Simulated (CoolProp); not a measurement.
A Linde-Hampson liquefier for oxygen: isothermal reversible compression at 290 K from 1 atm to 10 MPa, throttling to 1 atm, return gas leaving the recuperator 2 K below the feed. Each further row changes one setting.

Values from CoolProp's reference Helmholtz-energy equation of state, Schmidt 1985.

| case | liquid yield per pass | compression work (kJ/kg of gas) |
|---|---|---|
| as stated | 0.059 | 341 |
| high pressure 20 MPa | 0.112 | 390 |
| warm-end temperature 320 K | 0.044 | 379 |
| warm-end gap 7 K | 0.048 | 341 |

Above 300 K oxygen's equation is extrapolated.
